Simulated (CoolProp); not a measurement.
Vapour-liquid equilibrium of R22 (1) + R115 (2) at 233.5 K; x and y are mole fractions of (1).

Values from CoolProp's multi-fluid Helmholtz-energy mixture model, Kamei 1995 and Lemmon 2016; pair parameters Bell 2016.

### Question
Give the bubble pressure and the first vapour's composition at x = 0.35, 0.85, 0.95. Is there an azeotrope?

### Answer
x = 0.35: 0.1288 MPa, y = 0.406; x = 0.85: 0.1182 MPa, y = 0.777; x = 0.95: 0.1110 MPa, y = 0.917. y crosses x between x = 0.45 and 0.55: the model has an azeotrope there.

The pair parameters rest on a limited set of measurements; away from them the model extrapolates.
